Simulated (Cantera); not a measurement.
Cantera with NASA thermochemical tables; ideal gases at 1 bar, condensed phases pure. Values are per mole of reaction as written; species without (g) are pure solids or liquids, kept so even where they would boil at 1 bar.

Q: Between 525 and 1025 K, where is each reaction favourable under standard conditions?
- 2 N₂(g) + 6 CuF₂ + 3 O(g) → 4 NF₃(g) + 3 Cu₂O

A: 
- 2 N₂(g) + 6 CuF₂ + 3 O(g) → 4 NF₃(g) + 3 Cu₂O: ΔG° is 1460 kJ at 525 K and 1515 kJ at 1025 K; it stays positive (K < 1). ΔH° is 1370 kJ and ΔS° -142 J/K at 1025 K.
